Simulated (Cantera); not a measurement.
An adiabatic, constant-pressure homogeneous reactor starts with CH3OH : O2 : N2 : H2O = 1 : 1.15 : 4.34 : 0.16 (molar parts), equivalence ratio 1.3, at 1300 K and 9.87 atm. Integrator tolerance rtol = 1e-08.

Model: GRI-Mech 3.0 (53 species, 325 reactions), integrated in Cantera. GRI-Mech 3.0 was tuned for natural gas; its chemistry of methanol as a main component is partial and can be far from experiment.

Question: What does this change do: constant volume in place of constant pressure?

Answer: 
```
quantity                                                              before                                    after
---------------------------------  -----------------------------------------  ---------------------------------------
time of steepest temperature rise                                   0.285 ms                                 0.274 ms
temperature at 7.00 s                                                 2740 K                                   3001 K
equilibrium temperature                                               2740 K                                   3001 K
x(CH3OH) at 7.00 s                     <1e-12 (gas-phase equilibrium <1e-12)    <1e-12 (gas-phase equilibrium <1e-12)
x(O2) at 7.00 s                      0.00147 (gas-phase equilibrium 0.00147)  0.00315 (gas-phase equilibrium 0.00315)
x(H2O) at 7.00 s                         0.245 (gas-phase equilibrium 0.245)      0.237 (gas-phase equilibrium 0.237)
x(H2O2) at 7.00 s                    3.35e-7 (gas-phase equilibrium 3.35e-7)  1.19e-6 (gas-phase equilibrium 1.19e-6)
x(O) at 7.00 s                     0.000519 (gas-phase equilibrium 0.000519)  0.00125 (gas-phase equilibrium 0.00125)
```
Above 3000 K some thermodynamic fits are extrapolated.
